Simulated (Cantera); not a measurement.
Standard-state values (1 bar) from the NASA 1993 polynomials, evaluated with Cantera. Values are per mole of reaction as written; species without (g) are pure solids or liquids, kept so even where they would boil at 1 bar.

FeCl3(g) → Fe + 3 Cl(g), with ΔH° = 617.0 kJ and ΔS° = 178.7 J/K at 300 K.

Problem. How far is the shortcut ΔG° ≈ ΔH°(300 K) − T·ΔS°(300 K) from the full temperature-dependent value at 1325, 1375, 1425, 1475, 1525, 1575, 1625, 1675, 1725 K?

Solution. 
| T (K) | shortcut (kJ) | full (kJ) | difference (kJ) | difference in log10 K | condensed phases |
|---|---|---|---|---|---|
| 1325 | 380.2 | 362.5 | 17.7 | -0.70 | Fe(γ) |
| 1375 | 371.3 | 352.0 | 19.3 | -0.73 | Fe(γ) |
| 1425 | 362.3 | 341.4 | 20.9 | -0.77 | Fe(γ) |
| 1475 | 353.4 | 330.8 | 22.6 | -0.80 | Fe(γ) |
| 1525 | 344.5 | 320.1 | 24.3 | -0.83 | Fe(γ) |
| 1575 | 335.5 | 309.5 | 26.0 | -0.86 | Fe(γ) |
| 1625 | 326.6 | 298.8 | 27.8 | -0.89 | Fe(γ) |
| 1675 | 317.6 | 288.0 | 29.6 | -0.92 | Fe(δ) |
| 1725 | 308.7 | 277.2 | 31.5 | -0.95 | Fe(δ) |
The shortcut ignores heat capacities and the phase changes listed.
